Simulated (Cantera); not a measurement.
Ta + CH₄ (tantalum, niobium, vanadium and zirconium in process gases)

Charge: 1 mol Ta, 0.45 mol CH₄, equilibrated at 6.80 Pa.

Equilibrium computed with Cantera from the NASA thermochemical tables; the gas is ideal and each condensed phase is pure. Candidate condensed phases: C, C₆H₆, C₇H₈, C₈H₁₈, Ta, TaC; 77 gas species. Mutual solubility and eutectic melting of coexisting phases are not modelled. TaC: taken at fixed stoichiometry. Condensed phases not in the tables: Ta₂C, N, O or C dissolved in the metal. Equilibrium is a limit: real reactors are often held back by kinetics, nucleation or transport.

```
T (K)    x H₂     x H      x Ta       x C      x CH  n Ta(s)  n TaC(s)
-----  ------  ------  --------  --------  --------  -------  --------
1773    0.966  0.0339  3.09e-12    <1e-12    <1e-12    0.550     0.450
1848    0.938  0.0623  2.65e-11  1.40e-12    <1e-12    0.550     0.450
1923    0.892   0.108  1.93e-10  1.24e-11    <1e-12    0.550     0.450
1998    0.823   0.177   1.21e-9  9.25e-11  3.76e-12    0.550     0.450
2073    0.728   0.272   6.62e-9  5.97e-10  1.74e-11    0.550     0.450
2148    0.606   0.394   3.23e-8   3.38e-9  6.99e-11    0.550     0.450
2223    0.468   0.532   1.41e-7   1.70e-8  2.45e-10    0.550     0.450
2298    0.331   0.669   5.63e-7   7.71e-8  7.48e-10    0.550     0.450
2373    0.215   0.785   2.05e-6   3.17e-7   2.02e-9    0.550     0.450
2448    0.130   0.870   6.92e-6   1.19e-6   4.87e-9    0.550     0.450
2523   0.0753   0.925   2.17e-5   4.14e-6   1.07e-8    0.550     0.450
```
x: gas mole fraction; n: condensed amount in mol.

From 1773 K to 2523 K the condensed part is Ta(s) + TaC(s).
